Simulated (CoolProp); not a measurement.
Vapour pressure (MPa) of c-C4F8 (RC318): the reference equation beside estimates from Tc = 388.4 K, pc = 2.778 MPa, ω = 0.355. Clausius-Clapeyron is anchored at 306.6 K with a constant enthalpy of vaporisation of 20.07 kJ/mol.

The numbers come from the reference Helmholtz-energy equation of state, Platzer 1990 in CoolProp. This equation is an older, rougher fit; its heat capacities, sound speeds and derivatives of the liquid may be far off and weren't checked against measurements.

```
T (K)  reference  Clausius-Clapeyron  van der Waals  Redlich-Kwong
-----  ---------  ------------------  -------------  -------------
281.7     0.1782              0.2024         0.6659         0.3256
290       0.2388              0.2587         0.7680         0.4095
298.3     0.3140              0.3261         0.8796         0.5076
306.6     0.4059              0.4059          1.001         0.6211
314.8     0.5154              0.4983          1.131         0.7493
323.1     0.6473              0.6068          1.273         0.8966
331.4     0.8029              0.7317          1.426          1.062
339.7     0.9849              0.8742          1.589          1.248
347.9      1.194               1.034          1.761          1.451
356.2      1.437               1.215          1.947          1.678
364.5      1.716               1.418          2.144          1.928
```

Absolute difference from the reference over all 11 rows, mean and median: Clausius-Clapeyron 9.2 and 8.9 %, van der Waals 116.8 and 96.7 %, Redlich-Kwong 42.0 and 38.5 %.
